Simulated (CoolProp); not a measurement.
Vapour-liquid equilibrium of p-xylene (1) + n-undecane (2) at 0.353 MPa; x and y are mole fractions of (1).

Computed with CoolProp (multi-fluid Helmholtz-energy mixture model, Zhou 2012 and Aleksandrov 2011; pair parameters Bell 2016).

```
x     bubble temperature (K)  y at the bubble point  dew temperature at overall composition x (K)  liquid density (mol/L)
----  ----------------------  ---------------------  --------------------------------------------  ----------------------
0.05                   523.3                  0.110                                         525.6                   3.566
0.15                   515.1                  0.303                                         521.6                   3.790
0.25                   507.5                  0.462                                         517.5                   4.028
0.35                   500.3                  0.591                                         513.0                   4.283
0.45                   493.6                  0.697                                         508.1                   4.556
0.55                   487.5                  0.781                                         502.7                   4.851
0.65                   481.8                  0.850                                         496.7                   5.171
0.75                   476.5                  0.905                                         489.8                   5.520
0.85                   471.7                  0.949                                         481.7                   5.904
0.95                   467.3                  0.985                                         471.6                   6.327
```

No azeotrope shows between x = 0.05 and 0.95.

Pair parameters are fitted to limited data, so mixtures are less certain than the pure fluids.
